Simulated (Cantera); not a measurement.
Mixture: CH₄ : O₂ : N₂ = 1 : 1.82 : 5.09 (molar parts), equivalence ratio 1.1, at 7500 Torr, adiabatic and at constant pressure. Ignition delay is the time to a rise of 400 K.

Cantera simulation using GRI-Mech 3.0 (53 species, 325 reactions); the numbers are that mechanism's predictions, not measurements.

### Question
Predict: delay at 1423 K; delay at 1498 K; delay at 1573 K; delay at 1648 K; delay at 1723 K; apparent activation energy between 1573 and 1723 K.

### Answer
```json
{
  "delay at 1423 K": "0.320 ms",
  "delay at 1498 K": "0.154 ms",
  "delay at 1573 K": "77.5 µs",
  "delay at 1648 K": "41.0 µs",
  "delay at 1723 K": "22.8 µs",
  "apparent activation energy between 1573 and 1723 K": "180 kJ/mol"
}
```
